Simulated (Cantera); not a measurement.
A closed system holds: 1 mol (CH3)2SiCl2, 0.33 mol C2H2, 1600 mol H2, 0.011 mol C3H8, equilibrated at 0.133 bar.

Equilibrium computed with Cantera from the NASA thermochemical tables; the gas is ideal and each condensed phase is pure. Candidate condensed phases: C, C6H6, C7H8, C8H18, Si, SiC; 109 gas species. The feed counts by its element totals alone. Gases not in the tables: Si2H6 and higher silanes. Rates play no part.

log p: log10 of the partial pressure in bar; n: condensed amount in mol.

```json
[
 {"T (K)": "1775", "log p H2": "-0.88", "log p H": "-3.98", "log p HCl": "-3.78", "log p C2H2 (acetylene)": "-4.72", "n C(graphite)": "?", "n SiC(s)": "0.998"},
 {"T (K)": "1825", "log p H2": "-0.88", "log p H": "-3.79", "log p HCl": "-3.78", "log p C2H2 (acetylene)": "-4.54", "n C(graphite)": "?", "n SiC(s)": "0.996"},
 {"T (K)": "1875", "log p H2": "-0.88", "log p H": "-3.62", "log p HCl": "-3.78", "log p C2H2 (acetylene)": "-4.38", "n C(graphite)": "?", "n SiC(s)": "0.992"},
 {"T (K)": "1925", "log p H2": "-0.88", "log p H": "-3.46", "log p HCl": "-3.78", "log p C2H2 (acetylene)": "-4.22", "n C(graphite)": "?", "n SiC(s)": "0.983"},
 {"T (K)": "1975", "log p H2": "-0.88", "log p H": "-3.30", "log p HCl": "-3.78", "log p C2H2 (acetylene)": "-4.17", "n C(graphite)": "0", "n SiC(s)": "0.962"},
 {"T (K)": "2025", "log p H2": "-0.88", "log p H": "-3.15", "log p HCl": "-3.78", "log p C2H2 (acetylene)": "-4.15", "n C(graphite)": "0", "n SiC(s)": "0.911"},
 {"T (K)": "2075", "log p H2": "-0.88", "log p H": "-3.01", "log p HCl": "-3.78", "log p C2H2 (acetylene)": "-4.12", "n C(graphite)": "0", "n SiC(s)": "0.801"},
 {"T (K)": "2125", "log p H2": "-0.88", "log p H": "-2.88", "log p HCl": "-3.79", "log p C2H2 (acetylene)": "-4.07", "n C(graphite)": "0", "n SiC(s)": "0.575"},
 {"T (K)": "2175", "log p H2": "-0.88", "log p H": "-2.75", "log p HCl": "-3.79", "log p C2H2 (acetylene)": "-4.00", "n C(graphite)": "0", "n SiC(s)": "0.146"}
]
```

Problem. What belongs in the gaps?

Solution. 
- 1775, n C(graphite): 1.06
- 1825, n C(graphite): 0.853
- 1875, n C(graphite): 0.551
- 1925, n C(graphite): 0.125
